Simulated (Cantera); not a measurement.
# Abatement and gas-phase synthesis: NH₃ + H₂ + SO₂

Feed: 1 mol NH₃, 3 mol H₂, 0.0051 mol SO₂, at 1600 K and 0.133 bar.

Method: chemical equilibrium by Gibbs-energy minimisation in Cantera with the NASA 1993 tables (ideal gas, pure condensed phases). Candidate condensed phases: H₂O, H₂SO₄, S; 35 gas species. Kinetics and transport are ignored.

```
Property                            Result
-------------------------------  ---------
x(H₂)                                0.897
x(N₂)                               0.1000
x(H₂O)                             0.00204
x(H₂S)                            0.000987
x(H)                              0.000141
x(SH)                              2.91e-5
x(S₂)                              1.71e-6
x(NH₃)                             1.67e-6
gas amount                       5.000 mol
log10 activity of S(l) (absent)      -4.63
```
